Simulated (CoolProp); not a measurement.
Computed with CoolProp (reference Helmholtz-energy equation of state, Lemmon 2006). It is a short technical equation, of lower accuracy than the large ones.

Problem. For CH3F (R41), give the phase and the cp (kJ/(kg K)) at -54.45 °C and 0.0228 MPa.

Solution. 
- -54.45 °C and 0.0228 MPa: gas; cp 1.03
